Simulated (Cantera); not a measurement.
## SiHCl3 + NH3 + N2 (silicon nitride deposition)

Charge: 1 mol SiHCl3, 19 mol NH3, 13 mol N2, held at 1702 °C and 9.10 Pa.

Method: chemical equilibrium by Gibbs-energy minimisation in Cantera with the NASA 1993 tables (ideal gas, pure condensed phases). Candidate condensed phases: NH4Cl, Si, Si3N4; 28 gas species. The tables' values for SiCl, SiN are old estimates; treat these amounts as uncertain. Kinetics and transport are ignored.

```json
{
  "x(H2)": "0.440",
  "x(N2)": "0.396",
  "x(H)": "0.0952",
  "x(HCl)": "0.0442",
  "x(Si)": "0.0166",
  "x(Cl)": "0.00714",
  "x(SiCl2)": "0.000512",
  "x(SiCl)": "0.000354",
  "x(SiH)": "7.56e-5",
  "gas_amount": "56.87 mol",
  "log10 activity of Si(l) (absent)": "-1.33"
}
```
